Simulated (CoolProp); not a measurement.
Saturation properties of o-xylene (Tc = 357.1 °C, pc = 3.737 MPa, ω = 0.312).

Values from CoolProp's reference Helmholtz-energy equation of state, Zhou 2012.

```json
[
 {"T (°C)": "167.05", "p (MPa)": "0.1782", "liquid cp (kJ/(kg K))": "2.262", "liquid viscosity (µPa s)": "212"},
 {"T (°C)": "179.55", "p (MPa)": "0.2365", "liquid cp (kJ/(kg K))": "2.311", "liquid viscosity (µPa s)": "196"},
 {"T (°C)": "192.05", "p (MPa)": "0.3086", "liquid cp (kJ/(kg K))": "2.361", "liquid viscosity (µPa s)": "182"},
 {"T (°C)": "204.65", "p (MPa)": "0.3971", "liquid cp (kJ/(kg K))": "2.413", "liquid viscosity (µPa s)": "168"},
 {"T (°C)": "217.15", "p (MPa)": "0.5029", "liquid cp (kJ/(kg K))": "2.467", "liquid viscosity (µPa s)": "156"},
 {"T (°C)": "229.65", "p (MPa)": "0.6286", "liquid cp (kJ/(kg K))": "2.523", "liquid viscosity (µPa s)": "145"},
 {"T (°C)": "242.25", "p (MPa)": "0.7780", "liquid cp (kJ/(kg K))": "2.584", "liquid viscosity (µPa s)": "134"},
 {"T (°C)": "254.75", "p (MPa)": "0.9512", "liquid cp (kJ/(kg K))": "2.651", "liquid viscosity (µPa s)": "124"},
 {"T (°C)": "267.25", "p (MPa)": "1.152", "liquid cp (kJ/(kg K))": "2.726", "liquid viscosity (µPa s)": "114"},
 {"T (°C)": "279.85", "p (MPa)": "1.385", "liquid cp (kJ/(kg K))": "2.816", "liquid viscosity (µPa s)": "104"},
 {"T (°C)": "292.35", "p (MPa)": "1.651", "liquid cp (kJ/(kg K))": "2.928", "liquid viscosity (µPa s)": "94.1"}
]
```

It boils at 144.4 °C under 1 atm.

Viscosity comes from a separate model (Cao 2016).
